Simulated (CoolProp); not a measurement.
Saturation properties of methane.

Model: reference Helmholtz-energy equation of state, Setzmann 1991, in CoolProp.

| T (°C) | p (kPa) | enthalpy of vaporisation (kJ/kg) | surface tension (mN/m) |
|---|---|---|---|
| -154.05 | 179.5 | 496.5 | 11.5 |
| -152.25 | 203.9 | 492.7 | 11.1 |
| -150.35 | 232.3 | 488.7 | 10.8 |
| -148.55 | 261.8 | 484.7 | 10.4 |
| -146.65 | 296.0 | 480.4 | 10.1 |
| -144.85 | 331.2 | 476.1 | 9.72 |
| -142.95 | 371.7 | 471.5 | 9.37 |
| -141.15 | 413.4 | 467.0 | 9.03 |
| -139.25 | 461.0 | 462.1 | 8.68 |
| -137.45 | 509.7 | 457.3 | 8.35 |
| -135.55 | 565.1 | 452.1 | 8.00 |
| -133.75 | 621.5 | 446.9 | 7.67 |
| -131.85 | 685.4 | 441.3 | 7.33 |
| -130.05 | 750.1 | 435.7 | 7.00 |
| -128.15 | 823.2 | 429.7 | 6.66 |

It boils at -161.5 °C under 1 atm.

Surface tension comes from a separate correlation (Mulero 2012).
